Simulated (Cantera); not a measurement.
**Adiabatic ignition**

An adiabatic, constant-volume homogeneous reactor starts with C₃H₈ : O₂ : N₂ = 1 : 4.17 : 15.7 (molar parts), at 1473 K and 10.0 bar.

Model: GRI-Mech 3.0 (53 species, 325 reactions), integrated in Cantera. GRI-Mech 3.0 was tuned for natural gas; its chemistry of propane as a main component is partial and can be far from experiment. Above 3000 K some thermodynamic fits are extrapolated.

```
t (s)     T (K)  P (bar)  x C₃H₈     x O₂    x C₂H₂    x N₂O     x HCN     x HO₂
--------  -----  -------  ------  -------  --------  -------  --------  --------
8.00e-6    1473     10.1  0.0428    0.197   4.34e-6  2.29e-9  1.43e-12  0.000106
2.36e-5    1630     11.6  0.0128    0.163  0.000465  3.30e-8  8.32e-10  0.000917
6.96e-5    3185     24.2  <1e-12  0.00722    <1e-12  2.55e-6   9.40e-8   1.18e-5
0.000205   3183     24.2  <1e-12  0.00710    <1e-12  2.59e-6   9.83e-8   1.16e-5
0.000606   3183     24.2  <1e-12  0.00710    <1e-12  2.59e-6   9.83e-8   1.16e-5
0.00179    3183     24.2  <1e-12  0.00710    <1e-12  2.59e-6   9.83e-8   1.16e-5
0.00528    3183     24.2  <1e-12  0.00710    <1e-12  2.59e-6   9.83e-8   1.16e-5
0.0156     3183     24.2  <1e-12  0.00710    <1e-12  2.59e-6   9.83e-8   1.16e-5
0.0459     3183     24.2  <1e-12  0.00710    <1e-12  2.59e-6   9.83e-8   1.16e-5
0.136      3183     24.2  <1e-12  0.00710    <1e-12  2.59e-6   9.83e-8   1.16e-5
0.400      3183     24.2  <1e-12  0.00710    <1e-12  2.59e-6   9.83e-8   1.16e-5
```
x: mole fraction; the columns are a selection and need not sum to one.

```
Property                                                            Result
---------------------------------  ---------------------------------------
time of steepest temperature rise                                  25.2 µs
temperature at 0.400 s                                              3183 K
equilibrium temperature                                             3183 K
x(C₃H₈) at 0.400 s                   <1e-12 (gas-phase equilibrium <1e-12)
x(O₂) at 0.400 s                   0.00710 (gas-phase equilibrium 0.00710)
x(C₂H₂) at 0.400 s                   <1e-12 (gas-phase equilibrium <1e-12)
```
